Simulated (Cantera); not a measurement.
Calcination and drying: MgCO3 + H2O

Input: 1 mol MgCO3, 0.27 mol H2O, equilibrated at 1050 K and 16.0 mbar.

Method: chemical equilibrium by Gibbs-energy minimisation in Cantera with the NASA 1993 tables (ideal gas, pure condensed phases). Candidate condensed phases: C, C6H6, C7H8, C8H18, H2O, Mg, MgCO3, MgO, Mg(OH)2; 116 gas species. Kinetics and transport are ignored.

| Quantity | Result |
|---|---|
| x(CO2) | 0.787 |
| x(H2O) | 0.213 |
| x(CO) | 1.78e-6 |
| x(O2) | 1.16e-6 |
| n(MgO(s)) | 1.00 mol |
| gas amount | 1.270 mol |
| log10 activity of C(graphite) (absent) | -13.86 |
| log10 activity of Mg(l) (absent) | -20.38 |
